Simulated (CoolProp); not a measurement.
A single-stage vapour-compression cycle with R507A: evaporating at 254.15 K (dew point), condensing at 306.15 K (bubble point), superheat 8 K, subcooling 8 K, compressor efficiency 0.65, no pressure losses. Each further row changes one setting.

Values from CoolProp's reference Helmholtz-energy equation of state, Lemmon 2003. It is a pseudo-pure fit of the blend.

```csv
case,cooling COP,pressure ratio,discharge temperature (K),refrigerating effect (kJ/kg),volumetric capacity (kJ/m³)
as stated,2.47,4.83,334.5,123,2000
evaporating temperature 259.15 K,2.87,4.03,331.9,126,2440
condensing temperature 301.15 K,2.85,4.25,328.3,131,2130
subcooling 13 K,2.62,4.83,334.5,131,2130
superheat 18 K,2.51,4.83,345.1,132,2040
compressor efficiency 0.55,2.09,4.83,342.6,123,2000
```
